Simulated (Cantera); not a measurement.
Charge: 1 mol MgCl₂, 2.6 mol HCl, 0.57 mol H₂, equilibrated at 2123.15 K.

Cantera equilibrium calculation (NASA polynomials, part measured and part estimated; ideal gas, pure solids and liquids). Candidate condensed phases: Mg, MgCl₂; 10 gas species. The numbers say what is thermodynamically allowed, not how fast it happens.

Task: At 4.00 mbar, list the 4 most abundant gas species with their mole fractions, and the condensed phases.

Result: HCl 0.555, MgCl₂ 0.209, H₂ 0.135, Cl 0.0631. Condensed: gas only.
